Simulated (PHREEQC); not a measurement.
Dissolve 2.2 mmol/kgw PbCl2 and 0.14 mmol/kgw KBr at 25 °C. Closed to the air; pH follows from the charge balance.

Computed with PHREEQC (ion-association model, wateq4f.dat).

Precipitation was switched off in this run.

Question: Estimate the pH, ionic strength.

Answer: pH 5.27; ionic strength 0.00625 mol/kgw.

Question: In which forms is Br present?

Answer: Br- 92 %, PbBr+ 7.6 % of the Br.
